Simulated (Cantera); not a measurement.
Cantera run:

```python
import numpy as np
import cantera as ct

gas_names = """
    B BH BH2 BH3 BO BO2 B2 B2O B2O2 B2O3 B3O3H3 H HBO HBO2 HO2 H2 H2O H2O2 H3B3O6 O OH O2 O3
""".split()
cond_names = """
    B(b) B(L) B2O3(L) B3O3H3(cr) H2O(s) H2O(L)
""".split()


# ... load() reads the species with a 1 bar reference pressure and builds the phases ...
atoms = {
    'B2O3': {'B': 2, 'O': 3},
    'H2': {'H': 2},
}
top_T = {}  # K; cautious upper limits of use, not melting points


# ... equilibrate(T, P, feed) seeds the gas with the atoms and calls Mixture.equilibrate('TP', solver="vcs", rtol=1e-11, max_steps=5000) ...
results = []
feed = {'B2O3': 1, 'H2': 23}  # mol
P = 90  # Pa
for T in [848, 998, 1148, 1298, 1448, 1598, 1748, 1898]:
    mix = equilibrate(T, P, feed)
    results.append((T, P, feed, dict(zip(mix.species_names, mix.species_moles))))

top = {s: max(r[3][s] / sum(r[3][g] for g in gas_names) for r in results) for s in gas_names}
cols = sorted((s for s in top if top[s] > 0.001), key=lambda s: -top[s])[:7]
seen = [c for c in cond_names if any(r[3].get(c, 0) > 1e-12 for r in results)]
print("log10 of partial pressures in bar; condensed amounts in mol")
print(f"{'T/K':>10s}" + "".join(f"{s[:9]:>10s}" for s in cols + seen))
for T, P, feed, n in results:
    ng = sum(n[g] for g in gas_names)
    print(f"{T:10.4g}" + "".join(f"{np.log10(max(n[s] / ng * P / 1e5, 1e-99)):10.3f}" for s in cols)
          + "".join(f"{n.get(c, 0):10.4g}" for c in seen))
```

It prints:

```
log10 of partial pressures in bar; condensed amounts in mol
       T/K        H2         H      HBO2       HBO      B2O3        BO       H2O   B2O3(L)
       848    -3.046   -12.243   -11.244   -10.655   -15.227   -17.797   -10.035         1
       998    -3.046   -10.190    -9.028    -8.526   -11.517   -13.821    -8.857    0.9999
      1148    -3.046    -8.668    -7.303    -7.085    -8.810   -11.017    -7.771    0.9983
      1298    -3.047    -7.493    -6.026    -5.959    -6.754    -8.847    -7.007    0.9688
      1448    -3.059    -6.565    -5.038    -5.074    -5.143    -7.131    -6.430    0.5645
      1598    -3.075    -5.811    -4.728    -4.789    -4.750    -6.168    -6.029         0
      1748    -3.079    -5.181    -4.686    -4.737    -4.831    -5.562    -5.718         0
      1898    -3.090    -4.652    -4.662    -4.735    -4.945    -5.091    -5.435         0
```

Cantera equilibrium calculation (NASA polynomials, part measured and part estimated; ideal gas, pure solids and liquids).
